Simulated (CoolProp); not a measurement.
R143a at 367.03 K and 0.109 MPa is throttled through a valve to 0.055 MPa with no heat exchange. Each further row changes one setting.

Model: reference Helmholtz-energy equation of state, Lemmon and Jacobsen 2000, in CoolProp.

```json
[
 {"case": "as stated", "temperature change (K)": "-0.5", "final density (kg/m³)": "1.52"},
 {"case": "outlet pressure 0.0165 MPa", "temperature change (K)": "-0.9", "final density (kg/m³)": "0.456"},
 {"case": "outlet pressure 0.0715 MPa", "temperature change (K)": "-0.4", "final density (kg/m³)": "1.98"}
]
```
